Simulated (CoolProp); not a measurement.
Propyne along the isotherm 40.95 °C: density (kg/m³) from the reference equation and from simpler models built on Tc = 129.6 °C, pc = 5658 kPa, ω = 0.204; each cubic takes its own stable root.

Model: reference Helmholtz-energy equation of state, Polt 1992, in CoolProp. This equation is an older, rougher fit; its heat capacities, sound speeds and derivatives of the liquid may be far off and weren't checked against measurements.

| p (kPa) | phase | reference |
|---|---|---|
| 3180 | liquid | 589.6 |
| 6360 | liquid | 595.6 |
| 9540 | liquid | 601.1 |
| 12700 | liquid | 606.1 |
| 15900 | liquid | 610.9 |
| 19100 | liquid | 615.3 |
| 22300 | liquid | 619.6 |
| 25400 | liquid | 623.4 |
| 28600 | liquid | 627.2 |
| 31800 | liquid | 630.8 |

Problem. How far does each simpler model (van der Waals, Redlich-Kwong, Soave-Redlich-Kwong) lie from the reference over these 10 states: mean and median of the absolute difference, and the worst?

Solution. 
- van der Waals: mean 34.9 %, median 34.5 %, worst -38.4 % at 40.95 °C and 3180 kPa
- Redlich-Kwong: mean 9.7 %, median 9.4 %, worst -12.5 % at 40.95 °C and 3180 kPa
- Soave-Redlich-Kwong: mean 7.7 %, median 7.5 %, worst -9.5 % at 40.95 °C and 3180 kPa
